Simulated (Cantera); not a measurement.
A closed system holds: 1 mol CaCO3, a varied amount of H2, 0.057 mol H2O, equilibrated at 575 °C and 370 Pa.

Method: chemical equilibrium by Gibbs-energy minimisation in Cantera with the NASA 1993 tables (ideal gas, pure condensed phases). Candidate condensed phases: C, C6H6, C7H8, C8H18, Ca, CaCO3, CaO, Ca(OH)2, H2O; 115 gas species. The numbers say what is thermodynamically allowed, not how fast it happens.

x: gas mole fraction; n: condensed amount in mol.

```
n(H2) (mol)   x H2   x CO2   x H2O    x CO    x CH4  n CaCO3(calcite)  n CaO(s)
-----------  -----  ------  ------  ------  -------  ----------------  --------
0.3          0.267   0.367   0.222   0.144  7.97e-7             0.627     0.373
0.42         0.270   0.367   0.210   0.153  9.18e-7             0.483     0.517
0.59         0.271   0.367   0.202   0.160        ?                 ?         ?
0.84         0.277   0.361   0.196   0.166  1.16e-6                 0      1.00
1.2          0.364   0.275   0.193   0.168  2.69e-6                 0      1.00
1.7          0.455   0.201   0.183   0.162  5.37e-6                 0      1.00
2.3          0.534   0.147   0.168   0.151  8.81e-6                 0      1.00
3.3          0.624  0.0964   0.146   0.133  1.43e-5                 0      1.00
4.6              ?       ?       ?       ?        ?                 0      1.00
6.5          0.766  0.0384   0.101  0.0939  2.68e-5                 0      1.00
9.2          0.822  0.0226  0.0805  0.0748  3.33e-5                 0      1.00
```

Q: Some entries are withheld; supply them.

A: 
- 0.59, x CH4: 1.02e-6
- 0.59, n CaCO3(calcite): 0.278
- 0.59, n CaO(s): 0.722
- 4.6, x H2: 0.699
- 4.6, x CO2: 0.0626
- 4.6, x H2O: 0.124
- 4.6, x CO: 0.114
- 4.6, x CH4: 2.02e-5
